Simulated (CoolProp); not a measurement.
Properties of nitrogen along the isobar 2.9 MPa (Tc = 126.2 K, pc = 3.396 MPa, ω = 0.037).

Model: reference Helmholtz-energy equation of state, Span 2000, in CoolProp.

| T (K) | phase | cv (kJ/(kg K)) | Joule-Thomson coefficient (K/MPa) | isothermal compressibility (1/MPa) | viscosity (µPa s) | conductivity (mW/(m K)) |
|---|---|---|---|---|---|---|
| 99.7 | liquid | 0.9866 | -0.1239 | 0.007627 | 81.0 | 105 |
| 106.6 | liquid | 0.9669 | 0.04998 | 0.01171 | 66.2 | 91.5 |
| 113.4 | liquid | 0.9589 | 0.3647 | 0.02114 | 53.5 | 77.7 |
| 120.3 | liquid | ___ | ___ | 0.06424 | 39.9 | 62.4 |
| 127.2 | gas | 0.9651 | 10.07 | 0.7033 | 11.1 | 20.4 |
| 134.1 | gas | 0.8788 | 9.113 | 0.5309 | 11.0 | 18.4 |
| 140.9 | gas | 0.8413 | 8.263 | 0.4701 | 11.1 | 17.8 |
| 147.8 | gas | 0.8186 | ___ | 0.4369 | 11.4 | 17.7 |
| 154.7 | gas | 0.8035 | 6.894 | 0.4160 | 11.6 | 17.9 |
| 161.6 | gas | 0.7926 | 6.347 | 0.4016 | 11.9 | 18.1 |
| 168.4 | gas | 0.7846 | 5.876 | 0.3912 | 12.2 | 18.5 |
| 175.3 | gas | 0.7783 | 5.453 | 0.3831 | 12.5 | 18.8 |
| 182.2 | gas | 0.7734 | 5.077 | 0.3768 | 12.9 | 19.2 |
| 189.1 | gas | 0.7695 | 4.741 | 0.3717 | 13.2 | 19.7 |
| 196 | gas | 0.7663 | 4.437 | 0.3676 | ___ | 20.1 |
| 202.8 | gas | 0.7637 | 4.165 | 0.3642 | 13.8 | ___ |

**Question.** Some entries are withheld; supply them.

**Answer.** 
- 120.3, cv (kJ/(kg K)): 0.9893
- 120.3, Joule-Thomson coefficient (K/MPa): 1.184
- 147.8, Joule-Thomson coefficient (K/MPa): 7.526
- 196, viscosity (µPa s): 13.5
- 202.8, conductivity (mW/(m K)): 20.5

Viscosity comes from a separate model (Lemmon 2004). Thermal conductivity comes from a separate model (Lemmon 2004).
